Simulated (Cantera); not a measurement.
A perfectly stirred reactor is fed with CH₄ : H₂ : O₂ : N₂ = 1 : 0.19 : 4.36 : 16.4 (molar parts), at 1.01 bar; it is adiabatic with a 650 K inlet, and is followed from long to short residence time, starting on the burning branch (τ in s: 0.49, 0.17, 0.057, 0.019, 0.0066, 0.0023, 0.00077, 0.00026, 8.9e-05).

Model: GRI-Mech 3.0 (53 species, 325 reactions), integrated in Cantera.

x: mole fraction; the columns are a selection and need not sum to one.

| τ (s) | T (K) | x CH₄ | x H₂ | x O₂ | x H₂O₂ | x CH₃ | x HO₂ |
|---|---|---|---|---|---|---|---|
| 0.49 | 1733 | 3.60e-6 | 2.55e-5 | 0.103 | 3.89e-8 | (withheld) | 7.70e-7 |
| 0.17 | 1731 | 7.36e-6 | 4.71e-5 | 0.103 | 5.79e-8 | (withheld) | 1.20e-6 |
| 0.057 | 1727 | 1.49e-5 | 9.36e-5 | 0.103 | 9.12e-8 | (withheld) | 2.16e-6 |
| 0.019 | 1720 | 2.97e-5 | 0.000190 | 0.103 | 1.44e-7 | (withheld) | 4.10e-6 |
| 0.0066 | 1707 | 5.80e-5 | 0.000370 | 0.104 | 2.22e-7 | (withheld) | 7.62e-6 |
| 0.0023 | 1684 | 0.000116 | 0.000701 | 0.104 | 3.42e-7 | (withheld) | 1.38e-5 |
| 0.00077 | 1640 | 0.000262 | 0.00130 | 0.106 | 5.46e-7 | (withheld) | 2.49e-5 |
| 0.00026 | 1561 | 0.000752 | 0.00237 | 0.110 | 9.48e-7 | (withheld) | 4.69e-5 |
| 8.9e-5 | 650 | 0.0456 | 0.00866 | 0.199 | <1e-12 | <1e-12 | <1e-12 |

**Question.** Complete the blanks.

**Answer.** 
- 0.49, x CH₃: 7.41e-7
- 0.17, x CH₃: 1.49e-6
- 0.057, x CH₃: 2.87e-6
- 0.019, x CH₃: 5.28e-6
- 0.0066, x CH₃: 9.30e-6
- 0.0023, x CH₃: 1.64e-5
- 0.00077, x CH₃: 3.14e-5
- 0.00026, x CH₃: 7.29e-5
